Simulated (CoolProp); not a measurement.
Vapour-liquid equilibrium of ethylene (1) + propane (2) at 232.2 K; x and y are mole fractions of (1).

The numbers come from the multi-fluid Helmholtz-energy mixture model, Smukala 2000 and Lemmon 2009; pair parameters Bell 2016 in CoolProp.

Question: Give the bubble pressure and the first vapour's composition at x = 0.2, 0.5, 0.575. Is there an azeotrope?

Answer: x = 0.2: 0.3697 MPa, y = 0.747; x = 0.5: 0.7514 MPa, y = 0.908; x = 0.575: 0.8439 MPa, y = 0.927. No azeotrope shows between x = 0.05 and 0.95.

The pair parameters rest on a limited set of measurements; away from them the model extrapolates. The gap from Raoult's law changes sign with composition, which may be real or a fault of the pair parameters; it wasn't checked against measurements.
